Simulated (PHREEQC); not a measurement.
# Alkaline etch or developer (model solution)

Make-up at 25 °C: 0.25 mol NaOH, 4.8e-06 mol H4SiO4 and 0.00023 mol (CH3)4NCl per kg of water. Closed to the air; pH follows from the charge balance.

Model: ion-association model, wateq4f.dat, run in PHREEQC.

The pH is 13.24 and the ionic strength comes out as 0.250 mol/kgw. The activity of water is 0.991 and the total alkalinity is 250 meq/kg.

```
species   molality  activity   log γ
--------  --------  --------  ------
OH-          0.250     0.172  -0.162
Na+          0.250     0.183  -0.135
Cl-       0.000230  0.000160  -0.158
(CH3)4N+  0.000230  0.000161  -0.154
H2SiO4-2   3.56e-6   1.02e-6  -0.541
H3SiO4-    1.24e-6   8.69e-7  -0.154
```

No solid was allowed to form. (CH3)4N+ isn't in the database: it is added as a free cation with an ion size of 4 Å.
